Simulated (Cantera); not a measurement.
Input: 1 mol CH3SiH3, 0.063 mol C2H4, 390 mol H2, equilibrated at 1425 °C and 1330 Pa.

Method: chemical equilibrium by Gibbs-energy minimisation in Cantera with the NASA 1993 tables (ideal gas, pure condensed phases). Candidate condensed phases: C, C6H6, C7H8, C8H18, Si, SiC; 87 gas species. The feed counts by its element totals alone. Rates play no part.

Base state: H2 0.999, H 0.00125, C2H2 (acetylene) 7.20e-5, CH4 1.47e-5 (mole fractions); condensed: C(graphite) + SiC(s).

Problem. What changes in the equilibrium state with this change: pressure from 1330 Pa to 13300 Pa?

Solution. 
| species | before | after |
|---|---|---|
| H2 | 0.999 | 0.999 |
| H | 0.00125 | 0.000396 |
| CH4 | 1.47e-5 | 0.000147 |
| C2H2 (acetylene) | 7.20e-5 | 7.20e-5 |
| C(graphite), mol | 0.0638 | 0.0109 |
| SiC(s), mol | 1.000 | 1.000 |
